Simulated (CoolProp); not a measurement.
cis-2-butene along the isotherm 17.85 °C: Z from the reference equation and from simpler models built on Tc = 162.6 °C, pc = 4236 kPa, ω = 0.202; each cubic takes its own stable root.

Model: reference Helmholtz-energy equation of state, Lemmon 2005, in CoolProp. It is a short technical equation, of lower accuracy than the large ones.

```
p (kPa)   phase  reference
-------  ------  ---------
151         gas     0.9489
303      liquid    0.01126
454      liquid    0.01686
605      liquid    0.02247
756      liquid    0.02806
908      liquid    0.03369
1060     liquid    0.03932
1210     liquid    0.04487
1360     liquid    0.05041
1510     liquid    0.05596
1660     liquid    0.06149
1820     liquid    0.06740
1970     liquid    0.07293
2120     liquid    0.07845
```

Problem. How far does each simpler model (van der Waals, Redlich-Kwong, Soave-Redlich-Kwong, Peng-Robinson) lie from the reference over these 14 states: mean and median of the absolute difference, and the worst?

Solution. 
- van der Waals: mean 1285.7 %, median 61.7 %, worst +8271.2 % at 17.85 °C and 303 kPa
- Redlich-Kwong: mean 10.3 %, median 11.0 %, worst +11.2 % at 17.85 °C and 303 kPa
- Soave-Redlich-Kwong: mean 7.6 %, median 8.1 %, worst +8.2 % at 17.85 °C and 303 kPa
- Peng-Robinson: mean 4.2 %, median 4.4 %, worst -4.5 % at 17.85 °C and 2120 kPa

At some of these states van der Waals gives the other phase, because its saturation line lies elsewhere.
